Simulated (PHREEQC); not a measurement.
# Nickel, zinc or cadmium bath: speciation

A solution holds 0.22 mol/kgw Ni(NO3)2, 0.43 mol/kgw NaCl and 0.064 mol/kgw H2SO4, at 45 °C. Closed to the air; pH follows from the charge balance.

Equilibrium calculation in PHREEQC: ion-association model, wateq4f.dat.

Each row changes one thing in this solution. This is a speciation only: nothing precipitates in the calculation.

| case | pH | ionic strength (mol/kgw) | Ni+2 (mol/kgw) | NiOH+ (mol/kgw) | SI of Halite (NaCl) |
|---|---|---|---|---|---|
| as made | 1.15 | 1.01 | 0.147 | 5.01e-10 | -2.83 |
| temperature from 45 to 5 °C | 1.10 | 1.01 | (withheld) | (withheld) | -2.71 |
| H2SO4 left out | 5.28 | 0.955 | 0.162 | 7.17e-6 | -2.82 |
| 0.12 mol/kgw LiOH added | 2.43 | 1.01 | 0.138 | (withheld) | -2.82 |
| H2SO4 from 0.064 to 0.32 mol/kgw | 0.55 | 1.26 | (withheld) | 1.29e-10 | -2.83 |

### Question
Complete the blanks.

### Answer

- temperature from 45 to 5 °C, Ni+2 (mol/kgw): 0.142
- temperature from 45 to 5 °C, NiOH+ (mol/kgw): 2.71e-11
- 0.12 mol/kgw LiOH added, NiOH+ (mol/kgw): 9.01e-9
- H2SO4 from 0.064 to 0.32 mol/kgw, Ni+2 (mol/kgw): 0.128

The ionic strength passes 0.7 mol/kgw, the rough limit of the ion-association models, in every such run. Species that the database lacks are ignored. Constants without temperature data keep their 25 °C values here.
